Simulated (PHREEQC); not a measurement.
Consider water at 51 °C with 0.27 mol MnSO4, 0.0031 mol KNO3 and 7e-05 mol ZnSO4 per kg of water. Closed to the air; pH follows from the charge balance.

The numbers come from PHREEQC with the ion-association model, phreeqc.dat.

```json
[
 {"quantity": "pH", "before": "5.99", "after": "6.29"},
 {"quantity": "ionic strength (mol/kgw)", "before": "0.456", "after": "0.00852"},
 {"quantity": "MnSO4 (mol/kgw)", "before": "0.157", "after": "0.000578"},
 {"quantity": "Mn+2 (mol/kgw)", "before": "0.114", "after": "0.00212"},
 {"quantity": "SO4-2 (mol/kgw)", "before": "0.113", "after": "0.00212"},
 {"quantity": "MnOH+ (mol/kgw)", "before": "7.07e-6", "after": "5.67e-7"}
]
```

Q: Which change was made?
A) ZnSO4 left out
B) diluted 100-fold with water
C) KNO3 left out
D) ZnSO4 replaced by K2SO4 at the same molality
E) diluted 5-fold with water

A: B, diluted 100-fold with water

This is a speciation only: nothing precipitates in the calculation. Away from 25 °C the constants follow the database's enthalpies or fits; those with neither stay at their 25 °C values.
